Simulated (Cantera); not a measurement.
Input: 1 mol Zr, 0.11 mol NH3, held at 2000 °C and 1.60 bar.

Equilibrium computed with Cantera from the NASA thermochemical tables; the gas is ideal and each condensed phase is pure. Candidate condensed phases: Zr, ZrN; 11 gas species. Mutual solubility and eutectic melting of coexisting phases are not modelled. ZrN: taken at fixed stoichiometry. Condensed phases not in the tables: N, O or C dissolved in the metal. Rates play no part.

Base state: H2 0.993, H 0.00662 (mole fractions); condensed: Zr(l) + ZrN(s).

### Question
What changes in the equilibrium state with this change: Zr replaced by Cr?

### Answer
```json
[
 {"species": "H2", "before": "0.993", "after": "0.738"},
 {"species": "N2", "before": "3.89e-8", "after": "0.247"},
 {"species": "Cr", "before": "0", "after": "0.00964"},
 {"species": "H", "before": "0.00662", "after": "0.00571"},
 {"species": "Zr(l), mol", "before": "0.890", "after": "0"},
 {"species": "ZrN(s), mol", "before": "0.110", "after": "0"},
 {"species": "Cr(l), mol", "before": "0", "after": "0.998"}
]
```
Further candidate phases: Cr, CrN, Cr2N.
